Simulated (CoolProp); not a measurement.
Saturation properties of R1336mzz(Z).

Computed with CoolProp (reference Helmholtz-energy equation of state, McLinden 2020).

```tsv
T (°C)	p (MPa)	liquid density (kg/m³)	vapour density (kg/m³)	liquid cp (kJ/(kg K))
-13.35	0.01244	1460	0.9560	1.141
-6.35	0.01803	1443	1.354	1.156
0.75	0.02566	1426	1.886	1.171
7.75	0.03558	1409	2.564	1.185
14.85	0.04859	1391	3.437	1.200
21.85	0.06492	1373	4.515	1.214
28.85	0.08534	1355	5.847	1.229
35.95	0.1109	1336	7.498	1.244
42.95	0.1417	1317	9.468	1.258
49.95	0.1788	1297	11.83	1.274
57.05	0.2237	1277	14.68	1.289
64.05	0.2759	1256	18.01	1.306
71.05	0.3371	1235	21.93	1.323
```

It boils at 33.5 °C under 1 atm.
